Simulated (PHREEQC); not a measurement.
Make-up at 39 °C: 0.003 mol/kgw NaF, 0.0045 mol/kgw KHCO3 and 0.00012 mol/kgw Li2CO3. Closed to the air; pH follows from the charge balance.

The numbers come from PHREEQC with the ion-association model, phreeqc.dat.

pH: 8.55
ionic strength: 0.00784 mol/kgw
specific conductance: 1090 µS/cm
total alkalinity: 4.74 meq/kg

```tsv
species	molality	activity	log γ
K+	0.00450	0.00409	-0.042
HCO3-	0.00446	0.00407	-0.040
F-	0.00300	0.00272	-0.042
Na+	0.00298	0.00271	-0.041
Li+	0.000240	0.000219	-0.039
CO3-2	0.000123	8.51e-5	-0.160
CO2	2.29e-5	2.29e-5	0.001
OH-	1.07e-5	9.68e-6	-0.042
NaCO3-	9.28e-6	8.44e-6	-0.041
NaHCO3	5.74e-6	5.75e-6	0.001
NaF	4.24e-6	4.25e-6	0.001
HF	1.49e-8	1.50e-8	0.001
H+	3.08e-9	2.83e-9	-0.037
```

No solid was allowed to form. Away from 25 °C the constants follow the database's enthalpies or fits; those with neither stay at their 25 °C values.
